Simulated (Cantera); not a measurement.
Input: 1 mol Al, 5.3 mol HCl, equilibrated at 1.00 bar.

These are equilibrium values from Cantera (NASA tables, ideal gas, pure condensed phases), not measurements of a reactor. Candidate condensed phases: Al, AlCl3; 12 gas species. Rates play no part.

### Question
At 802 °C, list the 4 most abundant gas species with their mole fractions, and the condensed phases.

### Answer
HCl 0.480, H2 0.313, AlCl3 0.205, Al2Cl6 0.00161. Condensed: gas only.
